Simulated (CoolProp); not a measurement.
CF4 (R14) along the isobar 1120 kPa: fugacity coefficient from the reference equation and from simpler models built on Tc = 227.4 K, pc = 3762 kPa, ω = 0.178; each cubic takes its own stable root.

The numbers come from the reference Helmholtz-energy equation of state, Platzer 1990 in CoolProp. This equation is an older, rougher fit; its heat capacities, sound speeds and derivatives of the liquid may be far off and weren't checked against measurements.

```tsv
T (K)	phase	reference
178	liquid	0.5154
186.6	liquid	0.7103
195.2	gas	0.8408
203.8	gas	0.8606
212.4	gas	0.8772
220.9	gas	0.8912
229.5	gas	0.9033
238.1	gas	0.9138
246.7	gas	0.9230
```

### Question
How far does each simpler model (van der Waals, Redlich-Kwong, Soave-Redlich-Kwong) lie from the reference over these 9 states: mean and median of the absolute difference, and the worst?

### Answer
- van der Waals: mean 10.8 %, median 2.2 %, worst +63.4 % at 178 K and 1120 kPa
- Redlich-Kwong: mean 4.0 %, median 0.2 %, worst +19.4 % at 178 K and 1120 kPa
- Soave-Redlich-Kwong: mean 0.4 %, median 0.1 %, worst +1.4 % at 186.6 K and 1120 kPa

At some of these states van der Waals gives the other phase, because its saturation line lies elsewhere.
